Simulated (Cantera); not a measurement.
A Cantera script and what it prints.

```python
import numpy as np
import cantera as ct

gas_names = """
    B BF BF2 BF3 BH BHF2 BH2 BH3 BN B2 F F2 H HF H2 H2F2 H3F3 H4F4 H5F5 H6F6 H7F7 N NF NF2 NF3 NH NH2
    NH3 N2 N2H2 N2H4
""".split()
cond_names = """
    B(b) B(L) BN(s)
""".split()


# ... load() reads the species with a 1 bar reference pressure and builds the phases ...
atoms = {
    'BF3': {'B': 1, 'F': 3},
    'NH3': {'N': 1, 'H': 3},
    'N2': {'N': 2},
}
top_T = {'BN(s)': 3200}  # K; cautious upper limits of use, not melting points


# ... equilibrate(T, P, feed) seeds the gas with the atoms and calls Mixture.equilibrate('TP', solver="vcs", rtol=1e-11, max_steps=5000) ...
results = []
feed = {'BF3': 1, 'NH3': 5.1, 'N2': 0.87}  # mol
T = 823.15  # K
P = 11000  # Pa
mix = equilibrate(T, P, feed)
results.append((T, P, feed, dict(zip(mix.species_names, mix.species_moles))))
print(gas.report(threshold=1e-05))
for i in range(1, mix.n_phases):
    print(f"{mix.phase(i).name:16s} {mix.phase_moles(i):12.5e} mol")
```

Output:

```
       temperature   823.15 K
          pressure   11000 Pa
           density   0.023751 kg/m^3
  mean mol. weight   14.778 kg/kmol
   phase of matter   gas

                          1 kg             1 kmol
                     ---------------   ---------------
          enthalpy       -5.1699e+06       -7.6399e+07  J
   internal energy        -5.633e+06       -8.3243e+07  J
           entropy             14647        2.1645e+05  J/K
    Gibbs function       -1.7227e+07       -2.5457e+08  J
 heat capacity c_p            2282.1             33724  J/K
 heat capacity c_v            1719.5             25410  J/K

                      mass frac. Y      mole frac. X     chem. pot. / RT
                     ---------------   ---------------   ---------------
               BF3           0.36973           0.08058           -203.94
                HF         0.0092371          0.006823           -69.244
                H2          0.085991           0.63033           -19.713
               NH3        8.0267e-05        6.9647e-05           -43.498
                N2           0.53496            0.2822           -27.858
     [  +26 minor]        5.5606e-06        1.6497e-06

B(b)              0.00000e+00 mol
BN(s)             2.74427e-02 mol
```

Cantera equilibrium calculation (NASA polynomials, part measured and part estimated; ideal gas, pure solids and liquids).
